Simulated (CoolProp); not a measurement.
A simple Rankine cycle with n-perfluorohexane: condensing at 327.15 K, boiler at 0.303 MPa, turbine inlet 369 K, turbine efficiency 0.75, pump efficiency 0.7, no recuperator. Each further row changes one setting.

Values from CoolProp's reference Helmholtz-energy equation of state, Gao 2022.

| case | thermal efficiency (%) | net work (kJ/kg) | heat in (kJ/kg) | turbine exit temperature (K) | volume ratio over the turbine |
|---|---|---|---|---|---|
| as stated | 6.0 | (withheld) | 120 | 357.5 | 3.58 |
| turbine inlet 389 K | 5.6 | 7.72 | 139 | 377.7 | 3.51 |
| condensing temperature 319.15 K | 7.0 | 8.96 | (withheld) | 355.2 | (withheld) |
| boiler pressure 0.212 MPa | 4.3 | 5.21 | 121 | 361.3 | 2.41 |
| turbine efficiency 0.65 | 5.2 | (withheld) | 120 | 358.6 | (withheld) |

**Question.** What belongs in the gaps?

**Answer.** 
- as stated, net work (kJ/kg): 7.18
- condensing temperature 319.15 K, heat in (kJ/kg): 128
- condensing temperature 319.15 K, volume ratio over the turbine: 4.78
- turbine efficiency 0.65, net work (kJ/kg): 6.20
- turbine efficiency 0.65, volume ratio over the turbine: 3.59
